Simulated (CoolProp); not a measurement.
Model: reference Helmholtz-energy equation of state, Lemmon 2006, in CoolProp. It is a short technical equation, of lower accuracy than the large ones.

Q: For n-nonane, give the phase and the density (kg/m³), expansivity (1/kK), Prandtl number at 252.05 °C and 724 kPa; 284.15 °C and 724 kPa.

A: 
- 252.05 °C and 724 kPa: gas; density 27.2, expansivity 4.60, Prandtl number 0.795
- 284.15 °C and 724 kPa: gas; density 23.9, expansivity 3.41, Prandtl number 0.772

Viscosity comes from a separate model (Huber 2004). Thermal conductivity comes from a separate model (Huber 2005).
